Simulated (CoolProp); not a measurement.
Values from CoolProp's reference Helmholtz-energy equation of state, Lemmon 2013.

### Question
Give the vapour pressure (MPa), vapour viscosity (µPa s), liquid conductivity (mW/(m K)) of saturated propylene at 221.6 K.

### Answer
| T (K) | p (MPa) | vapour viscosity (µPa s) | liquid conductivity (mW/(m K)) |
|---|---|---|---|
| 221.6 | 0.0844 | 6.25 | 147 |

Viscosity comes from a separate model (Huber 2003), an estimate that may be off by 10 % or more. Thermal conductivity comes from a separate model (Huber 2003), an estimate that may be off by 10 % or more.
